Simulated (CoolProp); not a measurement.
R507A at 212.23 K and 0.0342 MPa flows at 0.11 m/s in a round tube of 20 mm bore and 15 µm roughness, fully developed (64/Re and Nu = 3.66 if laminar; Colebrook and Gnielinski if turbulent). Each further row changes one setting.

Model: reference Helmholtz-energy equation of state, Lemmon 2003, in CoolProp. It is a pseudo-pure fit of the blend.

| case | Reynolds number | Darcy friction factor | pressure drop (Pa/m) | heat-transfer coefficient (W/(m² K)) | mass flow (kg/h) |
|---|---|---|---|---|---|
| as stated | 515 | 0.124 | 0.0736 | 1.29 | 0.243 |
| velocity 0.22 m/s | 1030 | 0.0622 | 0.147 | 1.29 | 0.487 |
| diameter 40 mm | 1030 | 0.0622 | 0.0184 | 0.647 | 0.974 |

Viscosity comes from a separate model (Geller 2000). Thermal conductivity comes from a separate model (Geller 2001).
